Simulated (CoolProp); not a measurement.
Saturation properties of carbon dioxide.

Computed with CoolProp (reference Helmholtz-energy equation of state, Span 1996).

```
T (K)  p (MPa)  liquid density (kg/m³)  liquid cp (kJ/(kg K))  liquid viscosity (µPa s)
-----  -------  ----------------------  ---------------------  ------------------------
230.8   0.9203                    1126                  2.001                       200
239.8    1.274                    1090                  2.050                       173
248.8    1.718                    1051                  2.120                       150
257.8      [?]                    1010                    [?]                       [?]
266.8    2.935                   963.6                    [?]                       [?]
275.8      [?]                   911.2                  2.632                      95.8
284.8    4.689                   848.6                    [?]                      80.8
293.8    5.817                   766.3                  4.428                      65.6
```

**Question.** Fill in the missing entries.

**Answer.** 
- 257.8, p (MPa): 2.267
- 257.8, liquid cp (kJ/(kg K)): 2.223
- 257.8, liquid viscosity (µPa s): 130
- 266.8, liquid cp (kJ/(kg K)): 2.378
- 266.8, liquid viscosity (µPa s): 112
- 275.8, p (MPa): 3.736
- 284.8, liquid cp (kJ/(kg K)): 3.117

Viscosity comes from a separate model (Laesecke 2017).
